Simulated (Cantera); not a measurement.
An adiabatic, constant-volume homogeneous reactor starts with CO : H2 : CH4 : O2 : N2 : CO2 = 1 : 0.28 : 0.13 : 0.643 : 2.42 : 0.19 (molar parts), at 975 K and 1.01 bar. Integrator tolerance rtol = 1e-08.

Computed with Cantera and GRI-Mech 3.0 (53 species, 325 reactions). Below about 1000 K GRI-Mech 3.0 lacks low-temperature oxidation paths.

**Question.** What does this change do: initial temperature 975 to 1550 K?

**Answer.** 
```json
[
 {"quantity": "time of steepest temperature rise", "before": "3.58 ms", "after": "39.8 µs"},
 {"quantity": "temperature at 1.00 s", "before": "2756 K", "after": "2884 K"},
 {"quantity": "equilibrium temperature", "before": "2756 K", "after": "2884 K"},
 {"quantity": "x(CO) at 1.00 s", "before": "0.135 (gas-phase equilibrium 0.135)", "after": "0.159 (gas-phase equilibrium 0.159)"},
 {"quantity": "x(H2) at 1.00 s", "before": "0.0122 (gas-phase equilibrium 0.0122)", "after": "0.0150 (gas-phase equilibrium 0.0150)"},
 {"quantity": "x(CH4) at 1.00 s", "before": "<1e-12 (gas-phase equilibrium <1e-12)", "after": "<1e-12 (gas-phase equilibrium <1e-12)"},
 {"quantity": "x(N2O) at 1.00 s", "before": "4.60e-7 (gas-phase equilibrium 4.60e-7)", "after": "6.33e-7 (gas-phase equilibrium 6.33e-7)"},
 {"quantity": "x(H) at 1.00 s", "before": "0.00474 (gas-phase equilibrium 0.00474)", "after": "0.00998 (gas-phase equilibrium 0.00998)"}
]
```

**Question.** What does this change do: CH4 0.13 to 0.073 parts?

**Answer.** 
```json
[
 {"quantity": "time of steepest temperature rise", "before": "3.58 ms", "after": "2.14 ms"},
 {"quantity": "temperature at 1.00 s", "before": "2756 K", "after": "2753 K"},
 {"quantity": "equilibrium temperature", "before": "2756 K", "after": "2753 K"},
 {"quantity": "x(CO) at 1.00 s", "before": "0.135 (gas-phase equilibrium 0.135)", "after": "0.110 (gas-phase equilibrium 0.110)"},
 {"quantity": "x(H2) at 1.00 s", "before": "0.0122 (gas-phase equilibrium 0.0122)", "after": "0.00733 (gas-phase equilibrium 0.00733)"},
 {"quantity": "x(CH4) at 1.00 s", "before": "<1e-12 (gas-phase equilibrium <1e-12)", "after": "<1e-12 (gas-phase equilibrium <1e-12)"},
 {"quantity": "x(N2O) at 1.00 s", "before": "4.60e-7 (gas-phase equilibrium 4.60e-7)", "after": "6.42e-7 (gas-phase equilibrium 6.42e-7)"},
 {"quantity": "x(H) at 1.00 s", "before": "0.00474 (gas-phase equilibrium 0.00474)", "after": "0.00367 (gas-phase equilibrium 0.00367)"}
]
```
